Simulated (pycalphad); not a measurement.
Phase fractions of Hf-0.77B (at.%)

CALPHAD calculation (pycalphad, COST 507 light-alloy database (1999)), 1 atm. The data set is of 1999 and partly superseded. Amounts are mole fractions of atoms. Diffusion is slow at the low end, where real alloys seldom reach equilibrium.

| T (°C) | liquid | bcc | hcp | BM |
|---|---|---|---|---|
| 2227 | 1.000 | - | - | - |
| 2077 | 0.047 | 0.953 | - | - |
| 1927 | - | 1.000 | - | - |
| 1777 | - | 0.512 | 0.488 | - |
| 1552 | - | - | 1.000 | - |
| 1402 | - | - | 0.996 | 0.004 |
| 1252 | - | - | 0.992 | 0.008 |
| 1102 | - | - | 0.988 | 0.012 |
| 952 | - | - | 0.986 | 0.014 |
| 802 | - | - | 0.985 | 0.015 |
| 652 | - | - | 0.985 | 0.015 |
| 502 | - | - | 0.985 | 0.015 |
| 352 | - | - | 0.985 | 0.015 |

Database names, with the compositions (at.%) that they take in these runs: BM: Hf 50 B 50.
